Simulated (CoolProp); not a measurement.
Vapour-liquid equilibrium of propylene (1) + isobutane (2) at 263 K; x and y are mole fractions of (1).

Model: multi-fluid Helmholtz-energy mixture model, Lemmon 2013 and Bücker 2006; pair parameters Bell 2016, in CoolProp.

```csv
x,bubble pressure (bar),y at the bubble point,dew pressure at overall composition x (bar),liquid density (mol/L)
0.05,1.285,0.193,1.126,10.31
0.125,1.517,0.356,?,10.49
0.2,1.700,0.460,?,10.70
0.275,1.862,0.540,1.393,10.91
0.35,2.021,0.610,1.507,11.13
0.425,2.189,0.676,?,11.37
0.5,2.373,0.739,1.779,11.61
0.575,2.582,0.798,1.939,?
0.65,2.822,0.852,2.120,12.13
0.725,3.094,0.900,2.331,?
0.8,3.398,?,2.591,12.65
0.875,3.723,0.969,2.944,12.91
0.95,4.052,0.990,3.507,13.17
```

**Question.** What belongs in the gaps?

**Answer.** 
- 0.125, dew pressure at overall composition x (bar): 1.204
- 0.2, dew pressure at overall composition x (bar): 1.293
- 0.425, dew pressure at overall composition x (bar): 1.635
- 0.575, liquid density (mol/L): 11.87
- 0.725, liquid density (mol/L): 12.39
- 0.8, y at the bubble point: 0.939

No azeotrope shows between x = 0.05 and 0.95.

Pair parameters are fitted to limited data, so mixtures are less certain than the pure fluids. The gap from Raoult's law changes sign with composition, which may be real or a fault of the pair parameters; it wasn't checked against measurements.
